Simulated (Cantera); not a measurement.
Feed: 1 mol FeS2, 0.81 mol SO2, 7.4 mol N2, equilibrated at 1598.15 K and 1 atm.

Method: chemical equilibrium by Gibbs-energy minimisation in Cantera with the NASA 1993 tables (ideal gas, pure condensed phases). Candidate condensed phases: Fe, FeO, FeS, FeSO4, FeS2, Fe2O3, Fe2(SO4)3, Fe3O4, S; 19 gas species. FeS: taken at fixed stoichiometry. Rates play no part.

Base state: N2 0.849, SO2 0.0910, S2 0.0555, SO 0.00228, S2O 0.00170, S 2.78e-5 (mole fractions); condensed: FeS(l).

Question: What changes in the equilibrium state with this change: N2 from 7.4 to 0.63 mol?

Answer: 
```csv
species,before,after
SO2,0.0910,0.409
N2,0.849,0.325
S2,0.0555,0.248
S2O,0.00170,0.0110
SO,0.00228,0.00702
S,2.78e-5,5.87e-5
"FeS(l), mol",1.00,1.00
```

Question: What changes in the equilibrium state with this change: temperature from 1598.15 K to 1775 K?

Answer: 
```tsv
species	before	after
N2	0.849	0.849
SO2	0.0910	0.0893
S2	0.0555	0.0547
SO	0.00228	0.00558
S	2.78e-5	0.000141
S2O	0.00170	0.00161
FeS(l), mol	1.00	1.000
```
